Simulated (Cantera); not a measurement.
Feed: 1 mol AlN, 4.3 mol Cl2, 0.36 mol N2, held at 0.0230 bar.

Method: chemical equilibrium by Gibbs-energy minimisation in Cantera with the NASA 1993 tables (ideal gas, pure condensed phases). Candidate condensed phases: Al, AlCl3, AlN; 11 gas species. The tables' values for AlCl2 are old estimates; treat these amounts as uncertain. The numbers say what is thermodynamically allowed, not how fast it happens.

log p: log10 of the partial pressure in bar; nothing condenses.

| T (°C) | log p Cl | log p Cl2 | log p AlCl3 | log p N2 | log p Al2Cl6 |
|---|---|---|---|---|---|
| 477 | -6.49 | -1.86 | -2.34 | -2.37 | -3.65 |
| 627 | -5.06 | -1.86 | -2.31 | -2.37 | -4.95 |
| 777 | -4.03 | -1.86 | -2.31 | -2.37 | -5.90 |
| 927 | -3.26 | -1.87 | -2.31 | -2.38 | -6.61 |
| 1077 | … | -1.92 | -2.33 | -2.39 | … |
| 1227 | … | … | -2.36 | -2.43 | … |
| 1377 | -1.97 | -2.28 | -2.42 | -2.49 | -8.12 |
| 1527 | -1.84 | -2.67 | -2.47 | -2.54 | -8.49 |
| 1677 | -1.79 | -3.14 | -2.50 | -2.56 | -8.77 |
| 1827 | -1.77 | -3.59 | -2.52 | -2.57 | -9.00 |

**Question.** Some entries are withheld; supply them.

**Answer.** 
- 1227, log p Cl: -2.25
- 1227, log p Cl2: -2.03
- 1227, log p Al2Cl6: -7.67
- 1077, log p Cl: -2.68
- 1077, log p Al2Cl6: -7.18
